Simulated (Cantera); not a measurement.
## Equilibrium for sublimation and decomposition of ceramics: AlN + N2

Feed: 1 mol AlN, 0.032 mol N2, at 0.133 bar.

These are equilibrium values from Cantera (NASA tables, ideal gas, pure condensed phases), not measurements of a reactor. Candidate condensed phases: Al, AlN; 5 gas species. Rates play no part.

From 1823 K to 2423 K the condensed part is AlN(s). At 2473 K nothing is condensed. The main Al-bearing gas is Al throughout.

```json
[
 {"T (K)": "1823", "log p N2": "-0.88", "log p Al": "-5.85", "log p Al2": "-11.78", "log p N": "-10.70", "log p AlN": "<-12", "n AlN(s)": "1.00"},
 {"T (K)": "1873", "log p N2": "-0.88", "log p Al": "-5.37", "log p Al2": "-10.95", "log p N": "-10.33", "log p AlN": "<-12", "n AlN(s)": "1.000"},
 {"T (K)": "1923", "log p N2": "-0.88", "log p Al": "-4.91", "log p Al2": "-10.16", "log p N": "-9.98", "log p AlN": "-12.31", "n AlN(s)": "1.000"},
 {"T (K)": "1973", "log p N2": "-0.88", "log p Al": "-4.48", "log p Al2": "-9.40", "log p N": "-9.65", "log p AlN": "-11.74", "n AlN(s)": "1.000"},
 {"T (K)": "2023", "log p N2": "-0.88", "log p Al": "-4.06", "log p Al2": "-8.69", "log p N": "-9.34", "log p AlN": "-11.20", "n AlN(s)": "1.000"},
 {"T (K)": "2073", "log p N2": "-0.88", "log p Al": "-3.67", "log p Al2": "-8.02", "log p N": "-9.04", "log p AlN": "-10.69", "n AlN(s)": "1.000"},
 {"T (K)": "2123", "log p N2": "-0.88", "log p Al": "-3.30", "log p Al2": "-7.37", "log p N": "-8.76", "log p AlN": "-10.20", "n AlN(s)": "1.000"},
 {"T (K)": "2173", "log p N2": "-0.88", "log p Al": "-2.94", "log p Al2": "-6.75", "log p N": "-8.49", "log p AlN": "-9.74", "n AlN(s)": "1.000"},
 {"T (K)": "2223", "log p N2": "-0.88", "log p Al": "-2.60", "log p Al2": "-6.16", "log p N": "-8.23", "log p AlN": "-9.29", "n AlN(s)": "0.999"},
 {"T (K)": "2273", "log p N2": "-0.89", "log p Al": "-2.27", "log p Al2": "-5.60", "log p N": "-7.98", "log p AlN": "-8.87", "n AlN(s)": "0.999"},
 {"T (K)": "2323", "log p N2": "-0.91", "log p Al": "-1.95", "log p Al2": "-5.04", "log p N": "-7.76", "log p AlN": "-8.46", "n AlN(s)": "0.997"},
 {"T (K)": "2373", "log p N2": "-0.96", "log p Al": "-1.63", "log p Al2": "-4.48", "log p N": "-7.55", "log p AlN": "-8.08", "n AlN(s)": "0.992"},
 {"T (K)": "2423", "log p N2": "-1.10", "log p Al": "-1.28", "log p Al2": "-3.86", "log p N": "-7.40", "log p AlN": "-7.70", "n AlN(s)": "0.968"},
 {"T (K)": "2473", "log p N2": "-1.33", "log p Al": "-1.06", "log p Al2": "-3.51", "log p N": "-7.31", "log p AlN": "-7.53", "n AlN(s)": "0"}
]
```
log p: log10 of the partial pressure in bar; n: condensed amount in mol.
